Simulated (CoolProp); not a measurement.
Vapour-liquid equilibrium of ethane (1) + hydrogen sulfide (2) at -70.85 °C; x and y are mole fractions of (1).

Values from CoolProp's multi-fluid Helmholtz-energy mixture model, Bücker 2006 and Lemmon 2006; pair parameters Kunz 2012.

```tsv
x	bubble pressure (kPa)	y at the bubble point	dew pressure at overall composition x (kPa)	liquid density (mol/L)
0.05	125.8	0.556	60.45	27.42
0.2	206.6	0.747	71.52	24.90
0.35	222.1	0.772	87.49	22.86
0.5	226.7	0.782	112.5	21.17
0.65	232.6	0.801	156.6	19.77
0.8	239.6	0.848	232.3	18.60
0.95	242.5	0.947	242.4	17.62
```

y crosses x between x = 0.8 and 0.95: the model has an azeotrope there.

Pair parameters are fitted to limited data, so mixtures are less certain than the pure fluids. With so large a gap from Raoult's law the liquid may split in two, which this calculation doesn't test in full.
